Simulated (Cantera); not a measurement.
A closed system holds: 1 mol SiHCl3, 33 mol NH3, at 1577 °C and 10.0 mbar.

Cantera equilibrium calculation (NASA polynomials, part measured and part estimated; ideal gas, pure solids and liquids). Candidate condensed phases: NH4Cl, Si, Si3N4; 28 gas species. The tables' values for SiCl, SiN are old estimates; treat these amounts as uncertain. Gases not in the tables: Si2H6 and higher silanes. Equilibrium is a limit: real reactors are often held back by kinetics, nucleation or transport.

Base state: H2 0.714, N2 0.242, HCl 0.0342, SiCl2 0.00473, H 0.00455, Si 0.000645, SiCl 0.000169, Cl 0.000166 (mole fractions); condensed: Si(l).

### Question
What changes in the equilibrium state with this change: temperature from 1577 °C to 1175 °C?

### Answer
```
species          before     after
-------------  --------  --------
H2                0.714     0.720
N2                0.242     0.235
HCl              0.0342    0.0439
SiCl2           0.00473  0.000301
Si             0.000645   1.07e-8
Si2N            1.85e-5     <1e-9
SiH             5.40e-5   3.63e-9
SiN             1.22e-5     <1e-9
SiCl           0.000169   6.37e-8
Si(l), mol        0.612         0
Si3N4(s), mol         0     0.326
```

### Question
What changes in the equilibrium state with this change: temperature from 1577 °C to 1152 °C?

### Answer
```tsv
species	before	after
H2	0.714	0.720
N2	0.242	0.235
HCl	0.0342	0.0441
SiCl2	0.00473	0.000214
Si	0.000645	4.23e-9
SiH	5.40e-5	1.59e-9
Si2N	1.85e-5	<1e-9
SiN	1.22e-5	<1e-9
Si(l), mol	0.612	0
Si3N4(s), mol	0	0.328
```
